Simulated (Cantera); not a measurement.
A closed system holds: 1 mol Si2H6, 0.38 mol Cl2, 9.9 mol H2, equilibrated at 18.0 Torr.

Cantera equilibrium calculation (NASA polynomials, part measured and part estimated; ideal gas, pure solids and liquids). Candidate condensed phases: Si; 19 gas species. The feed counts by its element totals alone. The tables' values for SiCl3 are old estimates; treat these amounts as uncertain. Equilibrium is a limit: real reactors are often held back by kinetics, nucleation or transport.

Problem. At 777 °C, list the 4 most abundant gas species with their mole fractions, and the condensed phases.

Solution. H2 0.967, HCl 0.0223, SiCl4 0.00590, SiHCl3 0.00266. Condensed: Si(s).
